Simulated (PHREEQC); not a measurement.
A made-up water analysis in mg/L, 20 °C, pH 7.27, pe 10.8:

| constituent | mg/L |
|---|---|
| Na | 6620 |
| K | 722 |
| Ca | 67.5 |
| Mg | 811 |
| Cl | 10900 |
| S(6) as SO4 | 2740 |
| Alkalinity as HCO3 | 1020 |
| Cd | 613 |
| Br | 43.4 |

Valence states are taken as typed.

Equilibrium calculation in PHREEQC: ion-association model, wateq4f.dat.

This is a speciation only: nothing precipitates in the calculation.

Question: Order these Ca species by the share of Ca that they hold, largest first: CaCO3, CaHCO3+, CaSO4, Ca+2.

Answer: Ca+2 (81 %), CaSO4 (15 %), CaHCO3+ (3.6 %), CaCO3 (0.24 %)

The pH is 7.27 and the ionic strength 0.412 mol/kgw. The solution is supersaturated, for example in Otavite, Magnesite (slow to form), so a real one may precipitate; this is no full list.
